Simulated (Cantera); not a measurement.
Source: NASA polynomial tables (part measured, part estimated), evaluated in Cantera. Values are per mole of reaction as written; species without (g) are pure solids or liquids, kept so even where they would boil at 1 bar.

C3H8(g) + 6 Na2S → 4 H2(g) + 12 Na + 3 CS2(g), with ΔH° = 2652.2 kJ and ΔS° = 1004.6 J/K at 300 K.

Problem. How far is the shortcut ΔG° ≈ ΔH°(300 K) − T·ΔS°(300 K) from the full temperature-dependent value at 473, 573, 673, 773, 873, 973, 1073, 1173, 1273, 1373 K?

Solution. 
```
T (K)  shortcut (kJ)  full (kJ)  difference (kJ)  difference in log10 K  condensed phases
-----  -------------  ---------  ---------------  ---------------------  ----------------
473           2177.0     2166.9             10.1                  -1.11    Na2S(s), Na(l)
573           2076.5     2056.3             20.3                  -1.85    Na2S(s), Na(l)
673           1976.1     1945.7             30.4                  -2.36    Na2S(s), Na(l)
773           1875.6     1835.6             40.0                  -2.70    Na2S(s), Na(l)
873           1775.1     1726.1             49.0                  -2.93    Na2S(s), Na(l)
973           1674.7     1617.4             57.2                  -3.07    Na2S(s), Na(l)
1073          1574.2     1509.6             64.6                  -3.14    Na2S(s), Na(l)
1173          1473.7     1403.3             70.4                  -3.14    Na2S(s), Na(l)
1273          1373.3     1300.4             72.9                  -2.99    Na2S(s), Na(l)
1373          1272.8     1202.3             70.6                  -2.68    Na2S(s), Na(l)
```
The shortcut ignores heat capacities and the phase changes listed.
